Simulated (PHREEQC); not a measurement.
0.094 g of hydrous ferric oxide (600 m²/g; 0.2 weak and 0.005 strong sites per Fe, Dzombak-Morel constants, diffuse double layer) in 1 kg of water with 0.05 mol/kgw of an inert sodium salt and 8.6e-06 mol H3BO3 and 8.8e-07 mol CuCl2, at 25 °C; the pH is set by adding NaOH or the inert anion's acid. Oxygen alone is held at its pressure in air (log pO2 = -0.68). CO2 from the air is kept out. Nothing may precipitate in this run.

Computed with PHREEQC (ion-association model, wateq4f.dat).

```
pH     B sorbed (%)  Cu sorbed (%)  surface charge σ (C/m²)  surface potential ψ (mV)
-----  ------------  -------------  -----------------------  ------------------------
4               0.0            1.0                    0.294                       160
4.67            0.0           13.5                    0.218                       145
5.33            0.1     (withheld)                    0.146                       124
6               0.1           96.7                    0.089                (withheld)
6.67            0.1           99.7               (withheld)                        71
7.33            0.1           99.9                    0.022                        40
8               0.1           99.9                    0.003                         6
8.67            0.1           99.9               (withheld)                       -28
9.33            0.0           99.9                   -0.038                       -60
10              0.0     (withheld)                   -0.073                (withheld)
10.67           0.0           99.6                   -0.125                (withheld)
11.33           0.0           98.9                   -0.194                      -137
12              0.0           94.4                   -0.279                      -151
```

### Question
Fill in the missing entries.

### Answer

- 5.33, Cu sorbed (%): 67.9
- 6, surface potential ψ (mV): 100
- 6.67, surface charge σ (C/m²): 0.049
- 8.67, surface charge σ (C/m²): -0.015
- 10, Cu sorbed (%): 99.8
- 10, surface potential ψ (mV): -90
- 10.67, surface potential ψ (mV): -116

Species that the database lacks are ignored. The database's constant for dissolved Cu(OH)2 is higher than later reviews accept.
